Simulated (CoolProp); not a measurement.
A single-stage vapour-compression cycle with cyclopropane: evaporating at 287.15 K (dew point), condensing at 350.15 K (bubble point), superheat 0 K, subcooling 8 K, compressor efficiency 0.75, no pressure losses. Each further row changes one setting.

Computed with CoolProp (reference Helmholtz-energy equation of state, Polt 1992). This equation is an older, rougher fit; its heat capacities, sound speeds and derivatives of the liquid may be far off and weren't checked against measurements.

```tsv
case	cooling COP	pressure ratio	discharge temperature (K)	refrigerating effect (kJ/kg)	volumetric capacity (kJ/m³)
as stated	2.65	4.48	378.6	286	3000
evaporating temperature 292.15 K	2.99	3.88	375.5	290	___
condensing temperature 345.15 K	2.97	4.06	372.5	299	3140
subcooling 13 K	2.77	4.48	378.6	300	3140
superheat 10 K	2.66	4.48	388.0	301	___
compressor efficiency 0.65	2.30	4.48	___	286	3000
```

### Question
What belongs in the gaps?

### Answer

- evaporating temperature 292.15 K, volumetric capacity (kJ/m³): 3500
- superheat 10 K, volumetric capacity (kJ/m³): 3010
- compressor efficiency 0.65, discharge temperature (K): 386.2
